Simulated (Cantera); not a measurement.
A freely propagating, adiabatic, planar premixed flame of 6.14 % CH4, 0.405 % C2H6, 16.1 % O2, 77.4 % N2, equivalence ratio 0.85, unburnt at 425 K and 1.00 bar; mixture-averaged transport, grid criteria slope 0.08 and curve 0.16, no radiation.

Model: GRI-Mech 3.0 (53 species, 325 reactions), integrated in Cantera. Burning velocities carry a grid error of a few per cent, more on coarse grids.

Q: Predict: laminar burning velocity; thermal thickness; peak x(HCO); peak x(H2O2).

A: 
| Item | Result |
|---|---|
| laminar burning velocity | 33.9 cm/s |
| thermal thickness | 0.617 mm |
| peak x(HCO) | 1.72e-5 |
| peak x(H2O2) | 3.06e-5 |
